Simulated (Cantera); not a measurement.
An isothermal, constant-pressure homogeneous reactor starts with NO : N2 = 1 : 3.8 (molar parts), at 2100 K and 0.0480 bar. Integrator tolerance rtol = 1e-08.

Cantera simulation using GRI-Mech 3.0 (53 species, 325 reactions); the numbers are that mechanism's predictions, not measurements. Radical loss at walls, strong at low pressure, is not modelled.

Task: What does this change do: NO 1 to 2.2 parts?

Result: 
```json
[
 {"quantity": "x(NO) at 7.00 s", "before": "0.0255 (gas-phase equilibrium 0.00731)", "after": "0.0249 (gas-phase equilibrium 0.00931)"},
 {"quantity": "x(N2O) at 7.00 s", "before": "2.88e-7 (gas-phase equilibrium 9.51e-8)", "after": "2.69e-7 (gas-phase equilibrium 1.16e-7)"},
 {"quantity": "x(NO2) at 7.00 s", "before": "5.37e-6 (gas-phase equilibrium 1.62e-6)", "after": "7.18e-6 (gas-phase equilibrium 2.75e-6)"},
 {"quantity": "x(O) at 7.00 s", "before": "0.00192 (gas-phase equilibrium 0.00201)", "after": "0.00263 (gas-phase equilibrium 0.00269)"},
 {"quantity": "x(O2) at 7.00 s", "before": "0.0904 (gas-phase equilibrium 0.0994)", "after": "0.169 (gas-phase equilibrium 0.177)"}
]
```
